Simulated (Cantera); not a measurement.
Input (Python, Cantera):

```python
import numpy as np
import cantera as ct

gas = ct.Solution("h2o2.yaml")
gas.TPX = 1425, 2666, {'H2': 0.015, 'O2': 1}
inlet = ct.Reservoir(gas, clone=True)

reactor = ct.IdealGasConstPressureReactor(gas, energy="off", clone=False)
exhaust = ct.Reservoir(gas, clone=True)
tau = [13, 4.6, 1.6, 0.59, 0.21, 0.075, 0.027, 0.0097][0]
for a, b in ((inlet, reactor), (reactor, exhaust)):
    ct.MassFlowController(a, b, mdot=lambda t: reactor.mass / tau)
net = ct.ReactorNet([reactor])
show = ['H2', 'O2', 'OH', 'O', 'HO2']

rows = []
print(f"{'tau/s':>10s}{'T/K':>9s}" + "".join(f"{s:>11s}" for s in show))
for tau in [13, 4.6, 1.6, 0.59, 0.21, 0.075, 0.027, 0.0097]:
    net.initial_time = 0.0
    net.advance(30 * tau)
    before = gas.X
    net.advance(40 * tau)
    drift = np.max(np.abs(gas.X - before) / (gas.X + 1e-9))
    rows.append([gas.T, *gas[show].X, drift])
    print(f"{tau:10.3e}{gas.T:9.1f}" + "".join(f"{x:11.3e}" for x in gas[show].X))
```

Result:

```
     tau/s      T/K         H2         O2         OH          O        HO2
 1.300e+01   1425.0  5.430e-06  9.845e-01  3.774e-04  3.984e-04  1.363e-07
 4.600e+00   1425.0  1.025e-05  9.841e-01  5.279e-04  7.825e-04  2.166e-07
 1.600e+00   1425.0  1.924e-05  9.832e-01  7.345e-04  1.521e-03  3.365e-07
 5.900e-01   1425.0  3.422e-05  9.819e-01  9.849e-04  2.747e-03  4.867e-07
 2.100e-01   1425.0  6.063e-05  9.797e-01  1.291e-03  4.724e-03  6.690e-07
 7.500e-02   1425.0  1.055e-04  9.770e-01  1.608e-03  7.239e-03  8.505e-07
 2.700e-02   1425.0  1.884e-04  9.745e-01  1.893e-03  9.536e-03  1.002e-06
 9.700e-03   1425.0  3.735e-04  9.730e-01  2.167e-03  1.086e-02  1.130e-06
```

Computed with Cantera and the H2/O2 subset of GRI-Mech 3.0, which has no nitrogen chemistry. Radical loss at walls, strong at low pressure, is not modelled.
